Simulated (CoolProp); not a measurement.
Vapour-liquid equilibrium of CH2F2 (R32) (1) + propane (2) at 263.2 K; x and y are mole fractions of (1).

The numbers come from the multi-fluid Helmholtz-energy mixture model, Tillner-Roth 1997 and Lemmon 2009; pair parameters Bell 2016 in CoolProp.

Task: Give the bubble pressure and the first vapour's composition at x = 0.05, 0.35, 0.725. Is there an azeotrope?

Result: x = 0.05: 4.832 bar, y = 0.291; x = 0.35: 7.576 bar, y = 0.595; x = 0.725: 7.766 bar, y = 0.658. y crosses x between x = 0.575 and 0.65: the model has an azeotrope there.

Pair parameters are fitted to limited data, so mixtures are less certain than the pure fluids. With so large a gap from Raoult's law the liquid may split in two, which this calculation doesn't test in full.
